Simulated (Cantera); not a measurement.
An adiabatic, constant-volume homogeneous reactor starts with CH3OH : O2 : N2 = 1 : 2.38 : 8.95 (molar parts), at 1700 K and 15.8 atm.

Model: GRI-Mech 3.0 (53 species, 325 reactions), integrated in Cantera. GRI-Mech 3.0 was tuned for natural gas; its chemistry of methanol as a main component is partial and can be far from experiment. The pressure lies above the range GRI-Mech 3.0 was tuned for (to about 10 atm). Above 3000 K some thermodynamic fits are extrapolated.

**Question.** Predict: time of steepest temperature rise; temperature at 0.400 s; equilibrium temperature; x(O2) at 0.400 s; x(H2O2) at 0.400 s; x(O) at 0.400 s.

**Answer.** 
```
Quantity                                                             Value
---------------------------------  ---------------------------------------
time of steepest temperature rise                                  4.48 µs
temperature at 0.400 s                                              2973 K
equilibrium temperature                                             2973 K
x(O2) at 0.400 s                     0.0588 (gas-phase equilibrium 0.0588)
x(H2O2) at 0.400 s                 3.05e-6 (gas-phase equilibrium 3.05e-6)
x(O) at 0.400 s                    0.00462 (gas-phase equilibrium 0.00462)
```
